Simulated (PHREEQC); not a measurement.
A column of 0.5 m (30 cells, dispersivity 0.04 m, 720 s a shift, diffusion coefficient 3e-10 m²/s) holds 0.12 eq of the database's cation exchanger X per kg of pore water, first in equilibrium with 0.0031 mol/kgw LiCl and 1e-05 mol/kgw HCl. It is flushed with 22 mmol/kgw ZnCl2, 46 mmol/kgw NaCl and 0.01 mmol/kgw HCl, at 15 °C. Values are for the last cell. The system is closed to CO2. Nothing may precipitate in this run.

Model: ion-association model, phreeqc.dat, run in PHREEQC.

Q: Predict Na in solution (mol/kgw) at pore volumes = 0.35, 2.683, 3.683, 4.183.

A: 
```csv
pore volumes,Na in solution (mol/kgw)
0.35,0
2.683,0.0629
3.683,0.0509
4.183,0.0473
```

Species that the database lacks are ignored.
